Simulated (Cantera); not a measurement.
Feed: 1 mol Si, 1.4 mol Br₂, 0.26 mol N₂.

Method: chemical equilibrium by Gibbs-energy minimisation in Cantera with the NASA 1993 tables (ideal gas, pure condensed phases). Candidate condensed phases: Br₂, Si, Si₃N₄; 13 gas species. N₂ is the only nitrogen source here; it is nearly inert below about 1500 K, so the nitride shown seldom forms there in practice. The tables' values for SiBr₃ are old estimates. The numbers say what is thermodynamically allowed, not how fast it happens.

**Question.** What condenses at these points (T in K, P in Pa): (1698, 3.6); (1248, 7700); (498, 46); (1698, 7700)?

**Answer.** 
```csv
T (K),P in Pa,condensed phases,Si condensed (%)
1698,3.6,Si,4.7
1248,7700,Si₃N₄,29.6
498,46,Si₃N₄,30.0
1698,7700,gas only,0.0
```
